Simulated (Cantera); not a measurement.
An isothermal, constant-pressure homogeneous reactor starts with C₃H₈ : H₂ = 1 : 1.8 (molar parts), at 1350 K and 1.00 atm.

Detailed kinetics in Cantera: GRI-Mech 3.0 (53 species, 325 reactions). GRI-Mech 3.0 was tuned for natural gas; its chemistry of propane as a main component is partial and can be far from experiment. GRI-Mech 3.0 stops at C3 and has no aromatics, soot or wall deposition, so with more carbon than oxygen in the feed, carbon stays in small species such as C2H2 where larger ones or solid carbon would form.

x: mole fraction; the columns are a selection and need not sum to one.

```
t (s)       x C₃H₈   x H₂    x C₂H₂   x C₂H₄     x CH₃    x C₂H₆     x C₂H
--------  --------  -----  --------  -------  --------  --------  --------
8.00e-6      0.354  0.641   1.28e-7  0.00208  0.000797  0.000182    <1e-12
2.29e-5      0.341  0.636   4.63e-6   0.0112   0.00126   0.00115    <1e-12
6.57e-5      0.304  0.620   6.21e-5   0.0383   0.00122   0.00416  1.39e-12
0.000188     0.219  0.585  0.000526   0.0996   0.00103    0.0100  1.32e-11
0.000539    0.0887  0.532   0.00333    0.193  0.000633    0.0147  1.01e-10
0.00154     0.0101  0.503    0.0133    0.243  0.000206   0.00989  3.18e-10
0.00442   0.000414  0.506    0.0274    0.234   7.13e-5   0.00518  2.84e-10
0.0127     3.16e-5  0.514    0.0469    0.210   5.02e-5   0.00329  3.48e-10
0.0363     2.09e-5  0.526    0.0797    0.166   4.47e-5   0.00253  5.29e-10
0.104            …  0.535         …        …   3.90e-5         …  6.48e-10
0.298      9.53e-6  0.526     0.125   0.0984   3.64e-5   0.00147  6.11e-10
0.853      8.11e-6  0.497     0.121   0.0897   3.56e-5   0.00128  5.00e-10
2.44             …      …     0.115        …   3.42e-5         …  3.78e-10
7.00       4.79e-6  0.415     0.109   0.0684   3.26e-5  0.000866  2.95e-10
```

**Question.** What belongs in the gaps?

**Answer.** 
- 0.104, x C₃H₈: 1.28e-5
- 0.104, x C₂H₂: 0.114
- 0.104, x C₂H₄: 0.119
- 0.104, x C₂H₆: 0.00182
- 2.44, x C₃H₈: 6.27e-6
- 2.44, x H₂: 0.454
- 2.44, x C₂H₄: 0.0784
- 2.44, x C₂H₆: 0.00105
